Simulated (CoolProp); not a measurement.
Vapour pressure (kPa) of toluene: the reference equation beside estimates from Tc = 591.7 K, pc = 4126 kPa, ω = 0.266. Clausius-Clapeyron is anchored at 360.2 K with a constant enthalpy of vaporisation of 34.62 kJ/mol.

Computed with CoolProp (reference Helmholtz-energy equation of state, Lemmon 2006). It is a short technical equation, of lower accuracy than the large ones.

```csv
T (K),reference,Lee-Kesler,Clausius-Clapeyron,van der Waals,Redlich-Kwong,Soave-Redlich-Kwong,Peng-Robinson
344.4,28.47,27.50,29.01,300.0,60.92,27.82,28.66
348.3,32.78,31.74,33.22,320.6,68.87,32.07,32.95
352.3,37.74,36.63,38.05,342.7,77.83,36.97,37.88
356.2,43.14,41.96,43.30,365.2,87.41,42.31,43.25
360.2,49.30,48.07,49.30,389.3,98.13,48.42,49.37
364.1,55.97,54.70,55.80,413.9,109.5,55.05,56.00
368.1,63.55,62.24,63.19,440.1,122.2,62.57,63.52
372,71.69,70.37,71.14,466.8,135.6,70.69,71.61
```

Absolute difference from the reference over all 8 rows, mean and median: Lee-Kesler 2.6 and 2.6 %, Clausius-Clapeyron 0.8 and 0.7 %, van der Waals 732.4 and 718.1 %, Redlich-Kwong 101.1 and 100.8 %, Soave-Redlich-Kwong 1.8 and 1.9 %, Peng-Robinson 0.3 and 0.2 %.
